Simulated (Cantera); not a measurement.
What does this Cantera script print?

```python
import numpy as np
import cantera as ct

gas = ct.Solution("h2o2.yaml")
gas.TPX = 1100, 2666, {'H2': 0.022, 'O2': 1}
reactor = ct.IdealGasConstPressureReactor(gas, energy="off", clone=False)
net = ct.ReactorNet([reactor])
net.rtol, net.atol = 1e-08, 1e-18
show = ['H2', 'O2', 'H', 'OH', 'O', 'H2O2']
times = np.geomspace(0.0009, 1, 9)

steps = ct.SolutionArray(gas, extra=["t"])
rows = []
print(f"{'t/s':>10s}{'T/K':>9s}{'P/Pa':>11s}" + "".join(f"{s:>11s}" for s in show))
for t in times:
    while net.time < t:
        t_next = net.step()
        steps.append(gas.state, t=t_next)
    rows.append([np.interp(t, steps.t, y) for y in (steps.T, steps.P, *steps(*show).X.T)])
    print(f"{t:10.3e}{rows[-1][0]:9.1f}{rows[-1][1]:11.4g}" + "".join(f"{x:11.3e}" for x in rows[-1][2:]))
rate = np.gradient(steps.T, steps.t)
print("integrator steps:", len(steps.t))
if steps.T.max() > steps.T[0] + 200:
    print(f"time of steepest temperature rise: {steps.t[rate.argmax()]:.4e} s")
gas.TPX = 1100, 2666, {'H2': 0.022, 'O2': 1}
gas.equilibrate("TP")
print(f"equilibrium (TP): T = {gas.T:.1f} K  " + "  ".join(f"{s} {gas[s].X[0]:.3e}" for s in show))
```

Output:

```
       t/s      T/K       P/Pa         H2         O2          H         OH          O       H2O2
 9.000e-04   1100.0       2666  2.153e-02  9.785e-01  2.189e-08  4.972e-08  8.294e-08  2.962e-12
 2.163e-03   1100.0       2666  2.143e-02  9.784e-01  1.486e-05  3.363e-05  5.647e-05  3.382e-10
 5.196e-03   1100.0       2666  5.265e-04  9.640e-01  2.291e-03  1.491e-03  1.250e-02  1.547e-07
 1.249e-02   1100.0       2666  1.227e-04  9.693e-01  8.397e-04  8.509e-04  8.181e-03  8.362e-08
 3.000e-02   1100.0       2666  5.027e-05  9.745e-01  2.201e-04  5.421e-04  3.384e-03  7.894e-08
 7.208e-02   1100.0       2666  1.373e-05  9.771e-01  3.216e-05  2.849e-04  9.434e-04  6.546e-08
 1.732e-01   1100.0       2666  2.916e-06  9.780e-01  3.325e-06  1.340e-04  2.076e-04  4.330e-08
 4.162e-01   1100.0       2666  5.899e-07  9.782e-01  3.225e-07  6.179e-05  4.368e-05  2.196e-08
 1.000e+00   1100.0       2666  1.305e-07  9.782e-01  3.565e-08  2.973e-05  1.004e-05  9.077e-09
integrator steps: 1459
equilibrium (TP): T = 1100.0 K  H2 1.787e-10  O2 9.782e-01  H 2.131e-12  OH 1.157e-06  O 1.522e-08  H2O2 3.175e-11
```

Model: the H2/O2 subset of GRI-Mech 3.0, which has no nitrogen chemistry, integrated in Cantera. Radical loss at walls, strong at low pressure, is not modelled.
